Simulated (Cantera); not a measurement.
Input: 1 mol SiH2Cl2, 0.16 mol O3, 2.5 mol H2, 0.28 mol NO, held at 1198.15 K and 7.50 Torr.

Method: chemical equilibrium by Gibbs-energy minimisation in Cantera with the NASA 1993 tables (ideal gas, pure condensed phases). Candidate condensed phases: H2O, NH4Cl, Si, SiO2, Si2N2O, Si3N4; 47 gas species. Mutual solubility and eutectic melting of coexisting phases are not modelled. The tables' values for SiCl3 are old estimates; treat these amounts as uncertain. The tables hold silica as quartz up to 1696 K and as liquid above; real silica turns to tridymite and cristobalite and melts near 1996 K. Kinetics and transport are ignored.

Base state: H2 0.750, HCl 0.152, SiCl4 0.0542, SiCl2 0.0236, SiCl3 0.0120, SiHCl3 0.00720, SiH2Cl2 0.000125, SiO 2.90e-5 (mole fractions); condensed: SiO2(β-quartz) + Si2N2O(s).

Question: What changes in the equilibrium state with this change: NO from 0.28 to 9.9 mol?

Answer: 
| species | before | after |
|---|---|---|
| N2 | 2.41e-9 | 0.399 |
| O2 | <1e-9 | 0.237 |
| H2O | 7.40e-8 | 0.203 |
| H2 | 0.750 | 5.10e-8 |
| SiCl4 | 0.0542 | <1e-9 |
| SiCl2 | 0.0236 | <1e-9 |
| SiCl3 | 0.0120 | <1e-9 |
| HCl | 0.152 | 0.159 |
| SiHCl3 | 0.00720 | <1e-9 |
| Cl2 | <1e-9 | 0.000631 |
| NO | <1e-9 | 0.000146 |
| SiH2Cl2 | 0.000125 | <1e-9 |
| SiO | 2.90e-5 | <1e-9 |
| SiO2(β-quartz), mol | 0.310 | 1.00 |
| Si2N2O(s), mol | 0.140 | 0 |

Question: What changes in the equilibrium state with this change: O3 from 0.16 to 1.4 mol?

Answer: 
```tsv
species	before	after
H2O	7.40e-8	0.534
HCl	0.152	0.431
N2	2.41e-9	0.0302
H2	0.750	0.00432
SiCl4	0.0542	<1e-9
SiCl2	0.0236	<1e-9
SiCl3	0.0120	<1e-9
SiHCl3	0.00720	<1e-9
SiH2Cl2	0.000125	<1e-9
SiO	2.90e-5	<1e-9
SiO2(β-quartz), mol	0.310	1.00
Si2N2O(s), mol	0.140	0
```

Question: What changes in the equilibrium state with this change: 1.4 mol NH3 added?

Answer: 
```json
[
 {"species": "H2", "before": "0.750", "after": "0.655"},
 {"species": "HCl", "before": "0.152", "after": "0.285"},
 {"species": "N2", "before": "2.41e-9", "after": "0.0607"},
 {"species": "SiCl2", "before": "0.0236", "after": "1.10e-6"},
 {"species": "SiCl3", "before": "0.0120", "after": "1.12e-6"},
 {"species": "SiCl4", "before": "0.0542", "after": "1.01e-5"},
 {"species": "SiH2Cl2", "before": "0.000125", "after": "5.08e-9"},
 {"species": "SiHCl3", "before": "0.00720", "after": "6.28e-7"},
 {"species": "SiO", "before": "2.90e-5", "after": "9.89e-8"},
 {"species": "H2O", "before": "7.40e-8", "after": "1.89e-5"},
 {"species": "SiO2(β-quartz), mol", "before": "0.310", "after": "0.173"},
 {"species": "Si2N2O(s), mol", "before": "0.140", "after": "0.413"}
]
```
